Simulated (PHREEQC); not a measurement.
# City or well water: speciation

Synthetic water in mg/L, 25 °C, pH 8.64, pe 10.7:

```tsv
constituent	mg/L
Na	5.11
K	1.52
Ca	16.5
Mg	4.75
Cl	6.45
S(6) as SO4	52.8
Alkalinity as HCO3	11.5
F	0.667
```

Na is adjusted to close the charge balance.
Valence states are taken as typed.

Equilibrium calculation in PHREEQC: ion-association model, wateq4f.dat.

Precipitation was switched off in this run.

What ionic strength does the model give?

ionic strength 0.00250 mol/kgw.

In which forms is Ca present?

Ca+2 93 %, CaSO4 6.1 % of the Ca.

Complexes and solids missing from the database can't appear.
